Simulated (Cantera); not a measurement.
Input: 1 mol borazine, 1.7 mol O₂, 0.92 mol H₂, equilibrated at 2000 K and 1.33 mbar.

These are equilibrium values from Cantera (NASA tables, ideal gas, pure condensed phases), not measurements of a reactor. Candidate condensed phases: B, BN, B₂O₃, B₃O₃H₃, H₂O; 39 gas species. The feed counts by its element totals alone. Rates play no part.

Base state: H₂ 0.461, N₂ 0.203, HBO 0.0991, BO 0.0943, B₂O₂ 0.0580, B₂O₃ 0.0432, H 0.0302, HBO₂ 0.0107 (mole fractions); condensed: gas only.

Task: What changes in the equilibrium state with this change: borazine replaced by B₂O₃?

Result: 
```csv
species,before,after
O₂,<1e-9,0.364
HBO₂,0.0107,0.340
B₂O₃,0.0432,0.114
H₂,0.461,0.00139
N₂,0.203,0
O,8.68e-8,0.0110
B₂O₂,0.0580,1.20e-6
OH,1.81e-6,0.0126
HBO,0.0991,2.48e-5
BO₂,8.45e-5,0.0491
H₂O,0.000276,0.106
BO,0.0943,0.000430
H,0.0302,0.00166
B₂O,1.97e-5,<1e-9
```

Task: What changes in the equilibrium state with this change: borazine replaced by BF₃?

Result: 
```tsv
species	before	after
HF	0	0.446
O₂	<1e-9	0.295
BOF	0	0.225
H₂	0.461	4.08e-6
N₂	0.203	0
B₂O₂	0.0580	<1e-9
HBO	0.0991	4.61e-9
BF₃	0	0.0182
BO	0.0943	1.48e-6
B₂O₃	0.0432	1.22e-6
H	0.0302	8.99e-5
HBO₂	0.0107	5.71e-5
F	0	0.00405
O	8.68e-8	0.00996
BOF₂	0	8.81e-5
```
The tables' values for BF₂ are old estimates; treat these amounts as uncertain.
